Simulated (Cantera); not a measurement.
**Ignition delay**

Mixture: CH₄ : C₂H₆ : C₃H₈ : O₂ : N₂ = 1 : 0.23 : 0.37 : 6.05 : 30.2 (molar parts), equivalence ratio 0.77, at 6.70 bar, adiabatic and at constant pressure. Ignition delay is the time to a rise of 400 K.

Computed with Cantera and GRI-Mech 3.0 (53 species, 325 reactions). GRI-Mech 3.0 was tuned for natural gas; its chemistry of propane as a main component is partial and can be far from experiment.

```csv
T0 (K),delay (ms)
1273,0.404
1323,0.218
1373,0.122
1423,0.0717
1473,0.0439
1523,0.0280
1573,0.0187
1623,0.0129
```

The apparent activation energy between 1523 and 1623 K comes out as 160 kJ/mol.
